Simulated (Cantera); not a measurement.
**Transport properties of process gases**

Gas mixture: O₂ : NO : CO₂ = 0.77 : 0.85 : 0.97 (molar parts), at 0.132 atm, frozen composition.

Cantera's kinetic-theory transport with the Lennard-Jones parameters of GRI-Mech 3.0, ideal gas; thermal conductivity in the mixture-averaged form. The composition is frozen, though it would react at the higher temperatures.

| T (K) | ρ (kg/m³) | cp (J/kg/K) | μ (µPa s) | λ (mW/m/K) | Pr | D (cm²/s) NO | D (cm²/s) H₂O | D (cm²/s) CO₂ |
|---|---|---|---|---|---|---|---|---|
| 400 | 0.144 | 955.5 | 22.3 | 29.9 | 0.711 | 2.21 | 2.63 | 1.99 |
| 550 | 0.104 | 1026 | 28.5 | 40.9 | 0.715 | 3.85 | 4.83 | 3.50 |
| 700 | 0.0821 | 1085 | 33.9 | 51.3 | 0.718 | 5.82 | 7.56 | 5.32 |
| 850 | 0.0676 | 1132 | 38.9 | 61.1 | 0.721 | 8.10 | 10.8 | 7.41 |
| 1000 | 0.0575 | 1168 | 43.5 | 70.3 | 0.723 | 10.6 | 14.4 | 9.76 |
| 1150 | 0.0500 | 1195 | 47.8 | 79.0 | 0.723 | 13.5 | 18.4 | 12.4 |
D: mixture-averaged diffusion coefficient of that species in the mixture.
